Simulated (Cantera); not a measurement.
A Cantera script and what it prints.

```python
import numpy as np
import cantera as ct

gas_names = [...]  # 118 gases of nasa_gas.yaml made of C, Cl, F, H
cond_names = """
    C(gr) C6H6(L) C7H8(L) C8H18(L),n-octa
""".split()


# ... load() reads the species with a 1 bar reference pressure and builds the phases ...
atoms = {
    'CF4': {'C': 1, 'F': 4},
    'HCl': {'H': 1, 'CL': 1},
}
top_T = {'C(gr)': 4500}  # K; cautious upper limits of use, not melting points


# ... equilibrate(T, P, feed) seeds the gas with the atoms and calls Mixture.equilibrate('TP', solver="vcs", rtol=1e-11, max_steps=5000) ...
results = []
feed = {'CF4': 1, 'HCl': 0.18}  # mol
T = 3425  # K
P = 133.322  # Pa
mix = equilibrate(T, P, feed)
results.append((T, P, feed, dict(zip(mix.species_names, mix.species_moles))))
x = sorted(zip(gas.X, gas.species_names), reverse=True)
print(f"T = {T:g} K  P = {P:g} Pa  gas = {mix.phase_moles(0):.4g} mol")
print("   x: " + "  ".join(f"{s} {v:.3e}" for v, s in x if v > 1e-05))
print("   condensed (mol): " + ("  ".join(f"{mix.phase(i).name} {mix.phase_moles(i):.4g}"
      for i in range(1, mix.n_phases) if mix.phase_moles(i) > 1e-12) or "none"))
```

Result:

```
T = 3425 K  P = 133.322 Pa  gas = 5.056 mol
   x: F 7.640e-01  C 1.242e-01  CL 3.559e-02  H 2.655e-02  CF 1.803e-02  C2 1.209e-02  C3 1.041e-02  HF 9.022e-03  CF2 7.081e-05  C2H 1.276e-05
   condensed (mol): none
```

Equilibrium computed with Cantera from the NASA thermochemical tables; the gas is ideal and each condensed phase is pure.
